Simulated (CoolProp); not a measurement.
Vapour pressure (MPa) of methanol: the reference equation beside estimates from Tc = 513.4 K, pc = 8.216 MPa, ω = 0.565.

The numbers come from the reference Helmholtz-energy equation of state, de Reuck 1993 in CoolProp.

| T (K) | reference | Lee-Kesler | van der Waals |
|---|---|---|---|
| 327 | 0.06567 | 0.06120 | [?] |
| 341.3 | [?] | 0.1128 | 1.259 |
| 355.7 | 0.1982 | 0.1961 | 1.563 |
| 370 | 0.3200 | 0.3220 | 1.908 |
| 384.3 | 0.4968 | 0.5048 | 2.299 |
| 398.7 | 0.7470 | [?] | 2.742 |
| 413 | 1.086 | 1.109 | 3.232 |
| 427.4 | 1.541 | 1.570 | 3.777 |
| 441.7 | 2.129 | 2.160 | 4.373 |
| 456 | [?] | 2.907 | 5.024 |
| 470.4 | [?] | 3.849 | 5.736 |
| 484.7 | [?] | 5.010 | 6.502 |
| 499 | [?] | 6.441 | 7.326 |

### Question
Complete the blanks.

### Answer

- 327, van der Waals: 0.9993
- 341.3, reference: 0.1169
- 398.7, Lee-Kesler: 0.7625
- 456, reference: 2.879
- 470.4, reference: 3.823
- 484.7, reference: 4.978
- 499, reference: 6.412

Absolute difference from the reference over all 13 rows, mean and median: Lee-Kesler 1.8 and 1.5 %, van der Waals 371.6 and 197.6 %.
